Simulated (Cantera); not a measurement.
A closed system holds: 1 mol Al2O3, 300 mol H2, 0.4 mol N2, at 1227 °C.

Cantera equilibrium calculation (NASA polynomials, part measured and part estimated; ideal gas, pure solids and liquids). Candidate condensed phases: Al, AlN, Al2O3, H2O; 35 gas species. Mutual solubility and eutectic melting of coexisting phases are not modelled. The numbers say what is thermodynamically allowed, not how fast it happens.

Q: Which condensed phases are stable at each of these points (P (Pa)): 10, 100, 1000, 10000, 100000, 1000000?

A: 
```csv
P (Pa),condensed phases,Al condensed (%)
10,Al2O3(s),99.9
100,Al2O3(s),100.0
1000,Al2O3(s),100.0
10000,AlN(s) + Al2O3(s),100.0
100000,AlN(s) + Al2O3(s),100.0
1000000,AlN(s) + Al2O3(s),100.0
```

From 10.0 Pa to 1000 Pa the condensed part is Al2O3(s). From 10000 Pa to 1000000 Pa the condensed part is AlN(s) + Al2O3(s).
